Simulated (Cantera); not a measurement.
Input: 1 mol SiCl₄, 0.031 mol HCl, 1900 mol H₂, equilibrated at 650 °C and 12.0 mbar.

Equilibrium computed with Cantera from the NASA thermochemical tables; the gas is ideal and each condensed phase is pure. Candidate condensed phases: Si; 19 gas species. Kinetics and transport are ignored.

Base state: H₂ 0.998, HCl 0.00196, SiHCl₃ 2.56e-5, SiCl₄ 1.41e-5 (mole fractions); condensed: Si(s).

Problem. What changes in the equilibrium state with this change: temperature from 650 °C to 2077 °C?

Solution. 
| species | before | after |
|---|---|---|
| H₂ | 0.998 | 0.890 |
| H | 2.24e-9 | 0.107 |
| HCl | 0.00196 | 0.00184 |
| Si | <1e-9 | 0.000478 |
| Cl | <1e-9 | 0.000159 |
| SiHCl₃ | 2.56e-5 | <1e-9 |
| SiH | <1e-9 | 1.66e-5 |
| Si(s), mol | 0.902 | 0 |
